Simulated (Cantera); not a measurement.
Source: NASA polynomial tables (part measured, part estimated), evaluated in Cantera. Values are per mole of reaction as written; species without (g) are pure solids or liquids, kept so even where they would boil at 1 bar.

0.8 Ta + O2(g) ⇌ 0.4 Ta2O5, with ΔH° = -818.4 kJ and ΔS° = -181.0 J/K at 300 K.

Problem. How far is the shortcut ΔG° ≈ ΔH°(300 K) − T·ΔS°(300 K) from the full temperature-dependent value at 1973, 2073, 2173, 2273, 2373, 2473, 2573, 2673, 2773, 2873 K?

Solution. 
```
T (K)  shortcut (kJ)  full (kJ)  difference (kJ)  difference in log10 K  condensed phases
-----  -------------  ---------  ---------------  ---------------------  ----------------
1973          -461.2     -484.9             23.7                  -0.63   Ta(s), Ta2O5(s)
2073          -443.1     -469.7             26.5                  -0.67   Ta(s), Ta2O5(l)
2173          -425.0     -456.5             31.5                  -0.76   Ta(s), Ta2O5(l)
2273          -406.9     -443.5             36.6                  -0.84   Ta(s), Ta2O5(l)
2373          -388.8     -430.7             41.9                  -0.92   Ta(s), Ta2O5(l)
2473          -370.7     -418.0             47.3                  -1.00   Ta(s), Ta2O5(l)
2573          -352.6     -405.4             52.8                  -1.07   Ta(s), Ta2O5(l)
2673          -334.5     -392.9             58.4                  -1.14   Ta(s), Ta2O5(l)
2773          -316.4     -380.6             64.1                  -1.21   Ta(s), Ta2O5(l)
2873          -298.3     -368.3             70.0                  -1.27   Ta(s), Ta2O5(l)
```
The shortcut ignores heat capacities and the phase changes listed.
